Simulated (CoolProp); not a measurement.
Vapour-liquid equilibrium of propane (1) + isopentane (2) at 0.303 MPa; x and y are mole fractions of (1).

Model: multi-fluid Helmholtz-energy mixture model, Lemmon 2009 and Lemmon 2006; pair parameters Kunz 2012, in CoolProp.

```tsv
x	bubble temperature (°C)	y at the bubble point	dew temperature at overall composition x (°C)	liquid density (mol/L)
0.05	52.4	0.288	62.0	8.197
0.125	38.7	0.552	59.2	8.548
0.2	28.5	0.700	56.1	8.876
0.275	20.6	0.789	52.9	9.196
0.35	14.4	0.846	49.5	9.516
0.425	9.2	0.885	45.8	9.842
0.5	4.9	0.914	41.8	10.18
0.575	1.2	0.935	37.3	10.52
0.65	-2.1	0.952	32.2	10.86
0.725	-5.0	0.966	26.4	11.21
0.8	-7.7	0.977	19.5	11.56
0.875	-10.1	0.987	10.7	11.89
0.95	-12.4	0.995	-1.6	12.21
```

No azeotrope shows between x = 0.05 and 0.95.

The pair parameters rest on a limited set of measurements; away from them the model extrapolates.
